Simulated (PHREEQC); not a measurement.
0.024 g of hydrous ferric oxide (600 m²/g; 0.2 weak and 0.005 strong sites per Fe, Dzombak-Morel constants, diffuse double layer) in 1 kg of water with 0.005 mol/kgw of an inert sodium salt and 6.8e-05 mol/kgw NaH2PO4, at 25 °C; the pH is set by adding NaOH or the inert anion's acid. O2 is buffered at 0.21 atm. The system is closed to CO2. Precipitation was switched off in this run.

The series has 17 steps of pH, from 4 to 10.

All values are PHREEQC results (ion-association model, wateq4f.dat), not measurements.

Q: Near which pH is half of the P sorbed, and on which side is more sorbed?

A: Near pH 6.1, with more sorbed at lower pH.

Q: At which pH does the surface charge pass through zero?

A: Near pH 6.0.

H3PO4, which wateq4f.dat lacks, is added to it with the constant of phreeqc.dat.
